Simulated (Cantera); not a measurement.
A perfectly stirred reactor is fed with 7.05 % C3H8, 19.6 % O2, 73.3 % N2, equivalence ratio 1.8, at 6.70 bar; it is adiabatic with a 450 K inlet, and is followed from long to short residence time, starting on the burning branch (τ in s: 0.027, 0.01, 0.0041, 0.0016, 0.00063, 0.00025, 9.6e-05, 3.8e-05, 1.5e-05).

Computed with Cantera and GRI-Mech 3.0 (53 species, 325 reactions). GRI-Mech 3.0 was tuned for natural gas; its chemistry of propane as a main component is partial and can be far from experiment.

x: mole fraction; the columns are a selection and need not sum to one.

```
τ (s)    T (K)      x C3H8        x O2     x OH       x CO2     x CH2CO
-------  -----  ----------  ----------  -------  ----------  ----------
0.027     1915     2.39e-6    0.000457  1.84e-5      0.0406     2.76e-5
0.010     1918     5.99e-6     0.00101  2.53e-5      0.0423     5.70e-5
0.0041    1914     1.40e-5     0.00198  3.41e-5      0.0429    0.000107
0.0016    1897     3.54e-5     0.00389  4.60e-5      0.0419    0.000206
0.00063   1858     9.78e-5     0.00769  5.78e-5      0.0386    0.000401
0.00025   1761  (withheld)  (withheld)  5.81e-5  (withheld)  (withheld)
9.6e-5     450      0.0705       0.196   <1e-12      <1e-12      <1e-12
3.8e-5     450      0.0705       0.196   <1e-12      <1e-12      <1e-12
1.5e-5     450      0.0705       0.196   <1e-12      <1e-12      <1e-12
```

Task: Complete the blanks.

Result: 
- 0.00025, x C3H8: 0.000377
- 0.00025, x O2: 0.0174
- 0.00025, x CO2: 0.0305
- 0.00025, x CH2CO: 0.000988
